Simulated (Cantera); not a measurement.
A closed system holds: 1 mol SiH₂Cl₂, 1.2 mol HCl, 150 mol H₂, at 1800 K and 10000 Pa.

Method: chemical equilibrium by Gibbs-energy minimisation in Cantera with the NASA 1993 tables (ideal gas, pure condensed phases). The tables' values for SiCl are old estimates; treat these amounts as uncertain. Gases not in the tables: Si₂H₆ and higher silanes. The numbers say what is thermodynamically allowed, not how fast it happens.

```tsv
species	before	after
H₂	0.979	0.986
HCl	0.0186	0.0128
H	0.00112	0.00112
SiCl₂	0.00110	0.000510
Cl	1.63e-5	1.11e-5
SiCl	1.64e-5	1.12e-5
SiH₂	2.93e-5	2.95e-5
SiH	1.13e-5	1.14e-5
Si	3.18e-5	3.18e-5
Si(l), mol	0.817	0.909
```
Gas species are given as mole fractions.

**Question.** Name the change that produced these shifts.
(A) H₂ from 150 to 48 mol
(B) pressure from 10000 Pa to 100000 Pa
(C) HCl from 1.2 to 0.1 mol
(D) temperature from 1800 K to 1448.15 K

**Answer.** C, HCl from 1.2 to 0.1 mol
